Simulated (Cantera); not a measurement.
Moist CO burnout

An isothermal, constant-pressure homogeneous reactor starts with 0.176 % CO, 8.01 % O2, 3.79 % H2O, 88.0 % N2, at 975 K and 1.00 bar.

Computed with Cantera and GRI-Mech 3.0 (53 species, 325 reactions).

```tsv
t (s)	x CO	x O2	x H2O	x CO2	x O
2.00e-5	0.00176	0.0801	0.0379	1.68e-12	1.66e-12
4.69e-5	0.00176	0.0801	0.0379	3.96e-12	3.84e-12
0.000110	0.00176	0.0801	0.0379	9.44e-12	8.72e-12
0.000257	0.00176	0.0801	0.0379	2.37e-11	1.93e-11
0.000602	0.00176	0.0801	0.0379	6.97e-11	4.14e-11
0.00141	0.00176	0.0801	0.0379	2.63e-10	8.79e-11
0.00331	0.00176	0.0801	0.0379	1.18e-9	1.84e-10
0.00775	0.00176	0.0801	0.0379	5.70e-9	3.77e-10
0.0181	0.00176	0.0801	0.0379	3.06e-8	9.03e-10
0.0425	0.00176	0.0801	0.0379	2.78e-7	4.84e-9
0.0996	0.00175	0.0801	0.0379	8.24e-6	6.03e-8
0.233	0.00166	0.0801	0.0378	0.000101	1.23e-7
0.547	0.00143	0.0800	0.0379	0.000333	1.07e-7
1.28	0.00103	0.0798	0.0379	0.000729	7.54e-8
3.00	0.000557	0.0796	0.0379	0.00120	3.55e-8
```
x: mole fraction; the columns are a selection and need not sum to one.

Equilibrium at this temperature and pressure: CO <1e-12, O2 0.0793, H2O 0.0379, CO2 0.00176, O 2.04e-11 (gas phase only).
